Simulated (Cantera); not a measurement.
Mixture: CH4 : CO : O2 : N2 = 1 : 0.28 : 1.53 : 5.75 (molar parts), at 2.80 bar, adiabatic and at constant pressure. Ignition delay is the time to a rise of 400 K.

Detailed kinetics in Cantera: GRI-Mech 3.0 (53 species, 325 reactions).

What does this change do: O2 1.53 to 0.87 parts?


```tsv
quantity	before	after
delay at 1075 K	0.202 s	0.546 s
delay at 1175 K	41.3 ms	0.109 s
delay at 1275 K	10.0 ms	25.8 ms
delay at 1375 K	2.79 ms	6.87 ms
delay at 1475 K	0.875 ms	2.02 ms
apparent activation energy between 1425 and 1525 K	200 kJ/mol	210 kJ/mol
```
